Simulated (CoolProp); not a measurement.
The numbers come from the reference Helmholtz-energy equation of state, Leachman 2009 in CoolProp.

### Question
Give the vapour pressure (bar), vapour Z, surface tension (mN/m), vapour viscosity (µPa s) of saturated normal hydrogen at 31.1 K.

### Answer
| T (K) | p (bar) | vapour Z | surface tension (mN/m) | vapour viscosity (µPa s) |
|---|---|---|---|---|
| 31.1 | 9.56 | 0.565 | 0.200 | 1.88 |

Viscosity comes from a separate model (Muzny 2013). Surface tension comes from a separate correlation (Mulero 2012).
